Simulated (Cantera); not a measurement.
A closed system holds: 1 mol B₂O₃, 0.31 mol NH₃, 2.2 mol N₂, at 1900 K and 42.0 mbar.

Equilibrium computed with Cantera from the NASA thermochemical tables; the gas is ideal and each condensed phase is pure. Candidate condensed phases: B, BN, B₂O₃, B₃O₃H₃, H₂O; 39 gas species. Equilibrium is a limit: real reactors are often held back by kinetics, nucleation or transport.

Base state: N₂ 0.615, B₂O₃ 0.215, H₂ 0.0883, HBO₂ 0.0450, HBO 0.0184, B₂O₂ 0.0122, BO 0.00384, H 0.00115 (mole fractions); condensed: gas only.

### Question
What changes in the equilibrium state with this change: NH₃ from 0.31 to 6.6 mol?

### Answer
```tsv
species	before	after
H₂	0.0883	0.571
N₂	0.615	0.335
B₂O₃	0.215	0.0292
B₂O₂	0.0122	0.00351
HBO₂	0.0450	0.0290
HBO	0.0184	0.0251
BO₂	5.83e-5	1.48e-5
H₂O	0.000832	0.00255
```
